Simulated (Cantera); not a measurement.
A freely propagating, adiabatic, planar premixed flame of H2 : O2 : N2 = 1 : 0.385 : 1.45 (molar parts), unburnt at 425 K and 1.01 bar; mixture-averaged transport, grid criteria slope 0.08 and curve 0.16, no radiation.

Computed with Cantera and the H2/O2 subset of GRI-Mech 3.0, which has no nitrogen chemistry. Burning velocities carry a grid error of a few per cent, more on coarse grids.

How do the results move with these cheaper or finer settings: unity-Lewis-number transport; multicomponent transport; multicomponent+Soret transport; grid criteria slope 0.5, curve 1; grid criteria slope 0.25, curve 0.5; grid criteria slope 0.03, curve 0.06?


| setting | laminar burning velocity | thermal thickness | peak x(HO2) | peak x(H) | grid points |
|---|---|---|---|---|---|
| as above | 489 cm/s | 0.390 mm | 0.000434 | 0.0714 | 118 |
| unity-Lewis-number transport | 309 cm/s | 0.325 mm | 0.000310 | 0.0763 | 113 |
| multicomponent transport | 479 cm/s | 0.390 mm | 0.000434 | 0.0711 | 118 |
| multicomponent+Soret transport | 453 cm/s | 0.380 mm | 0.000436 | 0.0691 | 118 |
| grid criteria slope 0.5, curve 1 | 537 cm/s | 0.500 mm | 0.000406 | 0.0739 | 37 |
| grid criteria slope 0.25, curve 0.5 | 499 cm/s | 0.426 mm | 0.000418 | 0.0722 | 58 |
| grid criteria slope 0.03, curve 0.06 | 486 cm/s | 0.382 mm | 0.000439 | 0.0712 | 277 |
Unity Lewis numbers drop preferential diffusion, which matters most where H2 and H carry the flame; Soret adds thermal diffusion.
